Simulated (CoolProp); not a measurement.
Octamethylcyclotetrasiloxane (D4) along the isotherm 56.25 °C: density (kg/m³) from the reference equation and from simpler models built on Tc = 313.4 °C, pc = 1.347 MPa, ω = 0.598; each cubic takes its own stable root.

The numbers come from the reference Helmholtz-energy equation of state, Thol 2015 in CoolProp.

| p (MPa) | phase | reference |
|---|---|---|
| 0.0481 | liquid | 914.9 |
| 0.0962 | liquid | 915.0 |
| 0.144 | liquid | 915.1 |
| 0.192 | liquid | 915.2 |
| 0.241 | liquid | 915.3 |
| 0.289 | liquid | 915.3 |
| 0.337 | liquid | 915.4 |
| 0.385 | liquid | 915.5 |
| 0.433 | liquid | 915.6 |
| 0.481 | liquid | 915.7 |
| 0.529 | liquid | 915.8 |
| 0.577 | liquid | 915.9 |
| 0.625 | liquid | 915.9 |
| 0.674 | liquid | 916.0 |

Problem. How far does each simpler model (van der Waals, Redlich-Kwong, Soave-Redlich-Kwong) lie from the reference over these 14 states: mean and median of the absolute difference, and the worst?

Solution. 
- van der Waals: mean 47.2 %, median 43.2 %, worst -99.4 % at 56.25 °C and 0.0481 MPa
- Redlich-Kwong: mean 16.2 %, median 16.2 %, worst -16.3 % at 56.25 °C and 0.0481 MPa
- Soave-Redlich-Kwong: mean 10.7 %, median 10.7 %, worst -10.7 % at 56.25 °C and 0.0481 MPa

At some of these states van der Waals gives the other phase, because its saturation line lies elsewhere.
